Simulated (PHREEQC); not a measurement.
0.43 g of hydrous ferric oxide (600 m²/g; 0.2 weak and 0.005 strong sites per Fe, Dzombak-Morel constants, diffuse double layer) in 1 kg of water with 0.3 mol/kgw of an inert sodium salt and 1.8 mmol/kgw H3BO3 and 0.82 mmol/kgw NaH2PO4, at 25 °C; the pH is set by adding NaOH or the inert anion's acid. O2 is buffered at 0.21 atm. The system is closed to CO2. No solid was allowed to form.

Base run: PHREEQC, ion-association model, wateq4f.dat. Each further column changes one thing. The table gives P sorbed (%).

| pH | base | no electrostatic term (-no_edl) | background salt from 0.3 to 0.03 mol/kgw | oxide from 0.43 to 2.1 g/kgw |
|---|---|---|---|---|
| 4 | 95.4 | 84.7 | 98.0 | 100.0 |
| 4.67 | 93.6 | 85.1 | ? | 100.0 |
| 5.33 | 90.1 | 86.4 | 91.6 | 100.0 |
| 6 | 84.6 | 89.6 | 85.1 | 100.0 |
| 6.67 | 76.7 | 92.9 | ? | 100.0 |
| 7.33 | 66.5 | 93.6 | 65.6 | 99.8 |
| 8 | 52.1 | 92.3 | 51.7 | 98.5 |
| 8.67 | 33.9 | 89.4 | 33.2 | 89.1 |
| 9.33 | 18.2 | 81.9 | 15.9 | 61.9 |
| 10 | 6.4 | 64.3 | 4.6 | 25.9 |
| 10.67 | 1.1 | 36.6 | 0.6 | ? |
| 11.33 | 0.1 | 11.2 | 0.1 | 0.7 |
| 12 | 0.0 | 1.3 | 0.0 | 0.1 |

Complete the blanks.


- 4.67, background salt from 0.3 to 0.03 mol/kgw: 95.8
- 6.67, background salt from 0.3 to 0.03 mol/kgw: 76.3
- 10.67, oxide from 0.43 to 2.1 g/kgw: 5.2

H3PO4, which wateq4f.dat lacks, is added to it with the constant of phreeqc.dat.
